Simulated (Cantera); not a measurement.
# HMDSO + N₂O + CO₂ (silicon oxide and oxynitride deposition)

Feed: 1 mol HMDSO, 8.8 mol N₂O, 3.7 mol CO₂, at 10.0 Torr.

Cantera equilibrium calculation (NASA polynomials, part measured and part estimated; ideal gas, pure solids and liquids). Candidate condensed phases: C, C₆H₆, C₇H₈, C₈H₁₈, H₂O, Si, SiC, SiO₂, Si₂N₂O, Si₃N₄; 151 gas species. The feed counts by its element totals alone. The tables hold silica as quartz up to 1696 K and as liquid above; real silica turns to tridymite and cristobalite and melts near 1996 K. The numbers say what is thermodynamically allowed, not how fast it happens.

| T (°C) | log p N₂ | log p CO | log p H₂ | log p H₂O | log p CO₂ | log p CH₄ | n C(graphite) | n SiO₂(α-quartz) | n SiO₂(β-quartz) |
|---|---|---|---|---|---|---|---|---|---|
| 252 | -2.24 | -5.28 | -3.11 | -2.41 | -2.63 | -3.23 | 5.19 | 2.00 | 0 |
| 352 | -2.27 | -3.86 | -2.61 | -2.63 | -2.56 | -3.53 | 4.45 | 2.00 | 0 |
| 452 | -2.32 | -2.89 | -2.42 | -3.02 | -2.61 | -4.13 | 2.64 | 2.00 | 0 |
| 552 | -2.37 | -2.47 | -2.40 | -3.38 | -2.89 | -5.24 | 0 | 2.00 | 0 |
| 652 | -2.37 | -2.45 | -2.42 | -3.24 | -2.95 | -6.95 | 0 | 0 | 2.00 |
| 752 | -2.37 | -2.43 | -2.44 | -3.14 | -3.01 | -8.32 | 0 | 0 | 2.00 |
| 852 | -2.37 | -2.41 | -2.45 | -3.07 | -3.07 | -9.44 | 0 | 0 | 2.00 |
| 952 | -2.37 | -2.40 | -2.47 | -3.02 | -3.13 | -10.37 | 0 | 0 | 2.00 |
| 1052 | -2.37 | -2.39 | -2.48 | -2.99 | -3.18 | -11.15 | 0 | 0 | 2.00 |
| 1152 | -2.37 | -2.39 | -2.49 | -2.96 | -3.22 | -11.82 | 0 | 0 | 2.00 |
| 1252 | -2.37 | -2.38 | -2.49 | -2.94 | -3.26 | -12.40 | 0 | 0 | 2.00 |
| 1352 | -2.37 | -2.38 | -2.50 | -2.92 | -3.30 | -12.91 | 0 | 0 | 2.00 |
log p: log10 of the partial pressure in bar; n: condensed amount in mol.

From 252 °C to 452 °C the condensed part is C(graphite) + SiO₂(α-quartz). At 552 °C the condensed part is SiO₂(α-quartz). From 652 °C to 1352 °C the condensed part is SiO₂(β-quartz).
